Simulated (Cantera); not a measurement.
Feed: 1 mol Si2Cl6, 0.55 mol N2, 60 mol H2, 3.8 mol NH3, at 13300 Pa.

These are equilibrium values from Cantera (NASA tables, ideal gas, pure condensed phases), not measurements of a reactor. Candidate condensed phases: NH4Cl, Si, Si3N4; 28 gas species. The feed counts by its element totals alone. The tables' values for SiCl3, SiCl are old estimates; treat these amounts as uncertain. Gases not in the tables: Si2H6 and higher silanes. Kinetics and transport are ignored. All values below are at 1798 K.

Base state: H2 0.893, HCl 0.0593, N2 0.0344, SiCl2 0.0122, H 0.000911, SiCl3 0.000142, SiCl 4.64e-5, Cl 4.63e-5 (mole fractions); condensed: Si(l).

Question: What changes in the equilibrium state with this change: NH3 from 3.8 to 30 mol?

Answer: 
| species | before | after |
|---|---|---|
| H2 | 0.893 | 0.836 |
| N2 | 0.0344 | 0.119 |
| HCl | 0.0593 | 0.0406 |
| SiCl2 | 0.0122 | 0.00406 |
| SiHCl3 | 1.01e-5 | 2.31e-6 |
| SiCl3 | 0.000142 | 3.36e-5 |
| SiCl | 4.64e-5 | 2.18e-5 |
| SiH2 | 2.63e-5 | 1.63e-5 |
| Si | 2.31e-5 | 1.53e-5 |
| Si(l), mol | 1.11 | 0 |
| Si3N4(s), mol | 0 | 0.497 |
